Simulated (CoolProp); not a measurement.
Vapour-liquid equilibrium of CH2F2 (R32) (1) + propylene (2) at 306.1 K; x and y are mole fractions of (1).

Model: multi-fluid Helmholtz-energy mixture model, Tillner-Roth 1997 and Lemmon 2013; pair parameters Bell 2016, in CoolProp.

Task: Give the bubble pressure and the first vapour's composition at x = 0.45, 0.65, 0.85. Is there an azeotrope?

Result: x = 0.45: 2281 kPa, y = 0.542; x = 0.65: 2376 kPa, y = 0.663; x = 0.85: 2315 kPa, y = 0.809. y crosses x between x = 0.65 and 0.75: the model has an azeotrope there.

The pair parameters rest on a limited set of measurements; away from them the model extrapolates.
